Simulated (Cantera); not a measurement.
An adiabatic, constant-volume homogeneous reactor starts with C3H8 : O2 : N2 = 1 : 10.6 : 40 (molar parts), equivalence ratio 0.47, at 1350 K and 360000 Pa. Integrator tolerance rtol = 1e-08.

Model: GRI-Mech 3.0 (53 species, 325 reactions), integrated in Cantera. GRI-Mech 3.0 was tuned for natural gas; its chemistry of propane as a main component is partial and can be far from experiment.

| quantity | before | after |
|---|---|---|
| time of steepest temperature rise | 0.207 ms | 41.7 µs |
| temperature at 9.00 s | 2521 K | 2599 K |
| equilibrium temperature | 2521 K | 2599 K |
| x(C3H8) at 9.00 s | <1e-12 (gas-phase equilibrium <1e-12) | <1e-12 (gas-phase equilibrium <1e-12) |
| x(O2) at 9.00 s | 0.0971 (gas-phase equilibrium 0.0971) | 0.0958 (gas-phase equilibrium 0.0958) |
| x(NO) at 9.00 s | 0.0159 (gas-phase equilibrium 0.0159) | 0.0179 (gas-phase equilibrium 0.0179) |
| x(NO2) at 9.00 s | 2.46e-5 (gas-phase equilibrium 2.46e-5) | 2.48e-5 (gas-phase equilibrium 2.48e-5) |
| x(HCO) at 9.00 s | 6.59e-10 (gas-phase equilibrium 6.59e-10) | 1.44e-9 (gas-phase equilibrium 1.44e-9) |
| x(CH2CO) at 9.00 s | <1e-12 (gas-phase equilibrium <1e-12) | <1e-12 (gas-phase equilibrium <1e-12) |
| x(CH4) at 9.00 s | <1e-12 (gas-phase equilibrium <1e-12) | <1e-12 (gas-phase equilibrium <1e-12) |

### Question
Which change was made?
A) C3H8 1 to 0.47 parts
B) initial temperature 1350 to 1223 K
C) pressure from 360000 Pa to 2500000 Pa
D) initial temperature 1350 to 1475 K

### Answer
D, initial temperature 1350 to 1475 K
